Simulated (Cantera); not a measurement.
Cantera with NASA thermochemical tables; ideal gases at 1 bar, condensed phases pure. Values are per mole of reaction as written; species without (g) are pure solids or liquids, kept so even where they would boil at 1 bar.

Between 1425 and 1625 K, where is each reaction favourable under standard conditions?
- 4 Cu2O + 2 NF3(g) = 2 NO2(g) + 8 Cu + 3 F2(g)


- 4 Cu2O + 2 NF3(g) = 2 NO2(g) + 8 Cu + 3 F2(g): ΔG° is 373 kJ at 1425 K and 293 kJ at 1625 K; it stays positive (K < 1). ΔH° is 810 kJ and ΔS° 319 J/K at 1625 K.
